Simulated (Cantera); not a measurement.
Gas mixture: 51.8 % N₂O, 48.2 % CO₂, at 45.8 Torr, frozen composition.

Cantera's kinetic-theory transport with the Lennard-Jones parameters of GRI-Mech 3.0, ideal gas; thermal conductivity in the multicomponent form.

One state of this run: ρ (kg/m³) = 0.0404; cp (J/kg/K) = 1181; μ (µPa s) = 34.4; λ (mW/m/K) = 55.1; Pr = 0.738; D (cm²/s) H₂ = 58.4; D (cm²/s) O = 23.3; D (cm²/s) H = 94.6. D: mixture-averaged diffusion coefficient of that species in the mixture.

Problem. Which value of T (K) does it belong to?
(A) 600
(B) 800
(C) 400
(D) 900

Solution. B, 800
